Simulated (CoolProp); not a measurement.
The numbers come from the reference Helmholtz-energy equation of state, Lemmon 2006 in CoolProp. It is a short technical equation, of lower accuracy than the large ones.

Problem. Give the vapour pressure (bar), vapour density (kg/m³), enthalpy of vaporisation (kJ/kg) of saturated carbon monoxide at -168.75, -145.15 °C.

Solution. 
```tsv
T (°C)	p (bar)	vapour density (kg/m³)	enthalpy of vaporisation (kJ/kg)
-168.75	7.43	28.8	175
-145.15	27.9	138	88.0
```
